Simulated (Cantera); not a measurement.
Charge: 1 mol Ti, 7.3 mol H2O, 230 mol H2, 2 mol C3H8, equilibrated at 1923.15 K and 13000 Pa.

Method: chemical equilibrium by Gibbs-energy minimisation in Cantera with the NASA 1993 tables (ideal gas, pure condensed phases). Candidate condensed phases: C, C6H6, C7H8, C8H18, H2O, Ti, TiC, TiO, TiO2, Ti2O3, Ti3O5, Ti4O7; 113 gas species. Mutual solubility and eutectic melting of coexisting phases are not modelled. TiO: taken at fixed stoichiometry. Equilibrium is a limit: real reactors are often held back by kinetics, nucleation or transport.

Base state: H2 0.973, CO 0.0238, H 0.00258, H2O 0.000190 (mole fractions); condensed: TiO(s) + Ti2O3(s).

What changes in the equilibrium state with this change: H2O from 7.3 to 0.24 mol?


```csv
species,before,after
H2,0.973,0.996
H,0.00258,0.00261
CO,0.0238,0.00101
C2H2 (acetylene),2.89e-9,0.000450
H2O,0.000190,2.10e-8
CH4,1.66e-7,6.77e-5
"TiO(s), mol",0.496,0
"Ti2O3(s), mol",0.252,0
"C(graphite), mol",0,4.53
"TiC(s), mol",0,1.00
```
TiC: taken at fixed stoichiometry.
